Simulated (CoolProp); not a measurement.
Vapour-liquid equilibrium of propylene (1) + cyclohexane (2) at 290.6 K; x and y are mole fractions of (1).

Computed with CoolProp (multi-fluid Helmholtz-energy mixture model, Lemmon 2013 and Zhou 2014; pair parameters Bell 2016).

| x | bubble pressure, mixture model (bar) | bubble pressure, Raoult's law (bar) | y, mixture model | y, Raoult's law |
|---|---|---|---|---|
| 0.05 | [?] | 0.5629 | 0.867 | 0.845 |
| 0.2 | [?] | 1.977 | 0.964 | 0.963 |
| 0.35 | [?] | 3.391 | 0.980 | 0.982 |
| 0.5 | 5.003 | 4.805 | 0.987 | 0.990 |
| 0.65 | 6.258 | 6.218 | 0.992 | 0.995 |
| 0.8 | [?] | 7.632 | 0.995 | 0.998 |
| 0.95 | 8.966 | 9.046 | 0.999 | 0.999 |

**Question.** Complete the blanks.

**Answer.** 
- 0.05, bubble pressure, mixture model (bar): 0.6755
- 0.2, bubble pressure, mixture model (bar): 2.274
- 0.35, bubble pressure, mixture model (bar): 3.696
- 0.8, bubble pressure, mixture model (bar): 7.537

The largest gap from Raoult's law is +20.0 % in bubble pressure, at x = 0.05. No azeotrope shows between x = 0.05 and 0.95.

The pair parameters rest on a limited set of measurements; away from them the model extrapolates. The gap from Raoult's law changes sign with composition, which may be real or a fault of the pair parameters; it wasn't checked against measurements.
